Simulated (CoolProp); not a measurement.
Vapour-liquid equilibrium of n-hexane (1) + hexamethyldisiloxane (MM) (2) at 62.9 kPa; x and y are mole fractions of (1).

Values from CoolProp's multi-fluid Helmholtz-energy mixture model, Thol 2019 and Thol 2016; pair parameters Bell 2016.

```json
[
 {"x": "0.05", "bubble temperature (K)": "356.0", "y at the bubble point": "0.107", "dew temperature at overall composition x (K)": "357.1", "liquid density (mol/L)": "4.375"},
 {"x": "0.15", "bubble temperature (K)": "352.4", "y at the bubble point": "0.288", "dew temperature at overall composition x (K)": "355.2", "liquid density (mol/L)": "4.594"},
 {"x": "0.25", "bubble temperature (K)": "349.0", "y at the bubble point": "0.437", "dew temperature at overall composition x (K)": "353.2", "liquid density (mol/L)": "4.827"},
 {"x": "0.35", "bubble temperature (K)": "345.8", "y at the bubble point": "0.563", "dew temperature at overall composition x (K)": "351.0", "liquid density (mol/L)": "5.078"},
 {"x": "0.45", "bubble temperature (K)": "342.7", "y at the bubble point": "0.671", "dew temperature at overall composition x (K)": "348.7", "liquid density (mol/L)": "5.348"},
 {"x": "0.55", "bubble temperature (K)": "339.7", "y at the bubble point": "0.762", "dew temperature at overall composition x (K)": "346.1", "liquid density (mol/L)": "5.639"},
 {"x": "0.65", "bubble temperature (K)": "336.7", "y at the bubble point": "0.839", "dew temperature at overall composition x (K)": "343.3", "liquid density (mol/L)": "5.954"},
 {"x": "0.75", "bubble temperature (K)": "333.8", "y at the bubble point": "0.901", "dew temperature at overall composition x (K)": "340.1", "liquid density (mol/L)": "6.296"},
 {"x": "0.85", "bubble temperature (K)": "331.1", "y at the bubble point": "0.950", "dew temperature at overall composition x (K)": "336.2", "liquid density (mol/L)": "6.666"},
 {"x": "0.95", "bubble temperature (K)": "328.6", "y at the bubble point": "0.986", "dew temperature at overall composition x (K)": "331.1", "liquid density (mol/L)": "7.067"}
]
```

No azeotrope shows between x = 0.05 and 0.95.

The pair parameters rest on a limited set of measurements; away from them the model extrapolates.
